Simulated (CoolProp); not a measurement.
A Linde-Hampson liquefier for ethane: isothermal reversible compression at 320 K from 1 atm to 25 MPa, throttling to 1 atm, return gas leaving the recuperator 10 K below the feed. Each further row changes one setting.

Values from CoolProp's reference Helmholtz-energy equation of state, Bücker 2006.

```
case                        liquid yield per pass  compression work (kJ/kg of gas)
--------------------------  ---------------------  -------------------------------
as stated                                   0.453                              378
high pressure 50 MPa                        0.436                              436
warm-end temperature 350 K                  0.374                              443
warm-end gap 15 K                           0.446                              378
```
